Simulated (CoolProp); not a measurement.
A Linde-Hampson liquefier for ethylene: isothermal reversible compression at 320 K from 1 atm to 5 MPa, throttling to 1 atm, return gas leaving the recuperator 5 K below the feed. Each further row changes one setting.

The numbers come from the reference Helmholtz-energy equation of state, Smukala 2000 in CoolProp.

| case | liquid yield per pass | compression work (kJ/kg of gas) |
|---|---|---|
| as stated | … | 347 |
| high pressure 10 MPa | … | … |
| warm-end temperature 350 K | 0.076 | 387 |
| warm-end gap 10 K | … | 347 |

Question: Fill in the missing entries.

Answer: 
- as stated, liquid yield per pass: 0.110
- high pressure 10 MPa, liquid yield per pass: 0.312
- high pressure 10 MPa, compression work (kJ/kg of gas): 386
- warm-end gap 10 K, liquid yield per pass: 0.100
